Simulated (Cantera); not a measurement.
Charge: 1 mol CH3F, 0.19 mol H2, at 12.0 Pa.

Equilibrium computed with Cantera from the NASA thermochemical tables; the gas is ideal and each condensed phase is pure. Candidate condensed phases: C, C6H6, C7H8, C8H18; 95 gas species. Kinetics and transport are ignored.

Task: At 2625 K, list the 6 most abundant gas species with their mole fractions, and the condensed phases.

Result: H 0.646, HF 0.269, H2 0.0278, C3 0.0263, F 0.0178, C 0.00712. Condensed: C(graphite).
